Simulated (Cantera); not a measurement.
Thermodynamics of titanium nitride, carbide and oxide coatings, feed TiCl₄ + O₂ + H₂

Feed: 1 mol TiCl₄, 3.2 mol O₂, 22 mol H₂, held at 0.00133 bar.

Cantera equilibrium calculation (NASA polynomials, part measured and part estimated; ideal gas, pure solids and liquids). Candidate condensed phases: H₂O, Ti, TiCl₂, TiCl₃, TiCl₄, TiO, TiO₂, Ti₂O₃, Ti₃O₅, Ti₄O₇; 23 gas species. Mutual solubility and eutectic melting of coexisting phases are not modelled. Condensed phases not in the tables: Magnéli phases beyond Ti₄O₇, TiOCl. Kinetics and transport are ignored.

| T (°C) | x H₂ | x H₂O | x HCl | x H | x Cl | x OH | x TiO₂ | x O | n TiO₂(rutile) | n Ti₄O₇(l) |
|---|---|---|---|---|---|---|---|---|---|---|
| 902 | 0.650 | 0.183 | 0.167 | 2.71e-6 | 6.06e-7 | 5.32e-9 | <1e-12 | <1e-12 | 1.00 | 0 |
| 1002 | 0.650 | 0.183 | 0.167 | 1.63e-5 | 3.54e-6 | 5.34e-8 | <1e-12 | 1.30e-12 | 1.00 | 0 |
| 1102 | 0.650 | 0.183 | 0.167 | 7.57e-5 | 1.61e-5 | 3.84e-7 | 8.26e-12 | 4.12e-11 | 1.00 | 0 |
| 1202 | 0.650 | 0.183 | 0.167 | 0.000286 | 5.95e-5 | 2.12e-6 | 3.24e-10 | 8.18e-10 | 1.00 | 0 |
| 1302 | 0.649 | 0.183 | 0.166 | 0.000917 | 0.000187 | 9.40e-6 | 7.91e-9 | 1.11e-8 | 1.00 | 0 |
| 1402 | 0.648 | 0.183 | 0.166 | 0.00256 | 0.000512 | 3.50e-5 | 1.30e-7 | 1.12e-7 | 1.000 | 0 |
| 1502 | 0.645 | 0.183 | 0.165 | 0.00637 | 0.00125 | 0.000112 | 1.56e-6 | 8.64e-7 | 1.000 | 0 |
| 1602 | 0.639 | 0.181 | 0.162 | 0.0143 | 0.00276 | 0.000318 | 1.41e-5 | 5.40e-6 | 1.000 | 0 |
| 1702 | 0.625 | 0.181 | 0.158 | 0.0296 | 0.00560 | 0.000816 | 0.000102 | 2.85e-5 | 0.851 | 0.0366 |
| 1802 | 0.596 | 0.185 | 0.150 | 0.0563 | 0.0105 | 0.00199 | 0.000467 | 0.000135 | 0 | 0.247 |
| 1902 | 0.561 | 0.176 | 0.138 | 0.100 | 0.0180 | 0.00422 | 0.00182 | 0.000528 | 0 | 0.237 |
x: gas mole fraction; n: condensed amount in mol.

From 902 °C to 1602 °C the condensed part is TiO₂(rutile). At 1702 °C the condensed part is TiO₂(rutile) + Ti₄O₇(l). From 1802 °C to 1902 °C the condensed part is Ti₄O₇(l).
